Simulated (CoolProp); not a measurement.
Properties of hydrogen sulfide along the isotherm 281.9 K (Tc = 373.1 K, pc = 8.999 MPa, ω = 0.101).

Values from CoolProp's reference Helmholtz-energy equation of state, Lemmon 2006. It is a short technical equation, of lower accuracy than the large ones.

| p (MPa) | phase | density (kg/m³) | cp (kJ/(kg K)) | speed of sound (m/s) |
|---|---|---|---|---|
| 0.142 | gas | 2.092 | 1.019 | 299.6 |
| 0.215 | gas | 3.189 | 1.031 | 298.4 |
| 0.324 | gas | [?] | 1.051 | 296.5 |
| 0.489 | gas | 7.451 | 1.083 | 293.7 |
| 0.737 | gas | 11.53 | 1.137 | 289.2 |
| 1.11 | gas | 18.15 | 1.240 | 281.8 |
| 1.68 | liquid | [?] | 2.132 | 934.3 |
| 2.53 | liquid | [?] | 2.122 | 941.7 |
| 3.82 | liquid | 819.2 | 2.107 | 952.5 |
| 5.76 | liquid | 823.2 | [?] | 968.3 |
| 8.69 | liquid | 829.0 | 2.058 | 991.0 |
| 13.1 | liquid | 837.0 | 2.023 | 1023 |
| 19.8 | liquid | 848.1 | 1.980 | [?] |
| 29.8 | liquid | 862.8 | 1.931 | 1127 |
| 45 | liquid | [?] | 1.879 | 1207 |

Task: Complete the blanks.

Result: 
- 0.324, density (kg/m³): 4.856
- 1.68, density (kg/m³): 814.5
- 2.53, density (kg/m³): 816.4
- 5.76, cp (kJ/(kg K)): 2.086
- 19.8, speed of sound (m/s): 1068
- 45, density (kg/m³): 881.9
